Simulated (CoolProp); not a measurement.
Saturation properties of sulfur dioxide (Tc = 430.6 K, pc = 78.87 bar, ω = 0.256).

Model: reference Helmholtz-energy equation of state, Gao 2016, in CoolProp.

| T (K) | p (bar) | vapour density (kg/m³) | enthalpy of vaporisation (kJ/kg) |
|---|---|---|---|
| 223.9 | 0.1213 | 0.4202 | 422.7 |
| 234.2 | 0.2298 | 0.7636 | 414.2 |
| 244.5 | 0.4087 | 1.307 | 405.6 |
| 254.8 | 0.6882 | 2.126 | 396.8 |
| 265.1 | 1.105 | 3.310 | 387.8 |
| 275.4 | 1.703 | 4.962 | 378.5 |
| 285.6 | 2.523 | 7.176 | 368.8 |
| 295.9 | 3.635 | 10.13 | 358.7 |
| 306.2 | 5.092 | 13.96 | 348.0 |
| 316.5 | 6.959 | 18.85 | 336.6 |
| 326.8 | 9.305 | 25.00 | 324.6 |
| 337.1 | 12.20 | 32.69 | 311.7 |

It boils at 263.1 K under 1 atm.
